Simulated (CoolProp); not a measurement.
Vapour-liquid equilibrium of R1234yf (1) + isobutane (2) at -63.25 °C; x and y are mole fractions of (1).

Model: multi-fluid Helmholtz-energy mixture model, Lemmon 2022 and Bücker 2006; pair parameters Bell 2016, in CoolProp.

```tsv
x	bubble pressure (kPa)	y at the bubble point	dew pressure at overall composition x (kPa)	liquid density (mol/L)
0.05	10.89	0.338	7.895	11.16
0.125	14.00	0.513	8.508	11.18
0.2	15.73	0.586	9.222	11.21
0.275	16.71	0.624	10.06	11.24
0.35	17.29	0.648	11.06	11.28
0.425	17.66	0.666	12.26	11.32
0.5	17.93	0.682	13.71	11.37
0.575	18.15	0.699	15.45	11.43
0.65	18.33	0.720	17.33	11.49
0.725	18.45	0.748	18.37	11.56
0.8	18.46	0.787	18.43	11.63
0.875	18.28	0.842	18.11	11.72
0.95	17.81	0.923	17.62	11.80
```

y crosses x between x = 0.725 and 0.8: the model has an azeotrope there.

Pair parameters are fitted to limited data, so mixtures are less certain than the pure fluids. With so large a gap from Raoult's law the liquid may split in two, which this calculation doesn't test in full.
